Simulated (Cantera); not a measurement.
Charge: 1 mol Si2Cl6, 3.5 mol HCl, a varied amount of H2, at 877 °C and 13.3 mbar.

These are equilibrium values from Cantera (NASA tables, ideal gas, pure condensed phases), not measurements of a reactor. Candidate condensed phases: Si; 19 gas species. The feed counts by its element totals alone. Kinetics and transport are ignored.

Q: Which condensed phases are stable at each of these points (n(H2) (mol)): 7.6, 11, 17, 26, 39, 58, 87, 130, 200, 300, 450, 670?

A: 
```csv
n(H2) (mol),condensed phases,Si condensed (%)
7.6,gas only,0.0
11,gas only,0.0
17,gas only,0.0
26,gas only,0.0
39,Si(s),0.2
58,Si(s),9.5
87,Si(s),21.4
130,Si(s),35.3
200,Si(s),51.3
300,Si(s),65.2
450,Si(s),76.3
670,Si(s),84.2
```

From 7.6 mol H2 to 26 mol H2 nothing is condensed. From 39 mol H2 to 670 mol H2 the condensed part is Si(s).
